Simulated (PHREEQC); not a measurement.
1 kg of water holding 0.078 mol Na2SO4, 0.41 mol Na2CO3 and 0.34 mol NaOH is evaporated at 25 °C; the solids stay in contact with the brine. The system is closed to CO2. Solids allowed: Burkeite, Mirabilite, Nahcolite, Natron, Thenardite, Trona. Others were left out.

Computed with PHREEQC (Pitzer model, pitzer.dat).

### Question
Predict ionic strength, Natron (mol), C in solution (mol/kgw) at water left (kg) = 0.2082, 0.167.

### Answer
| water left (kg) | ionic strength | Natron (mol) | C in solution (mol/kgw) |
|---|---|---|---|
| 0.2082 | 8.66 | 0 | 1.97 |
| 0.167 | 10.4 | 0.0229 | 2.32 |
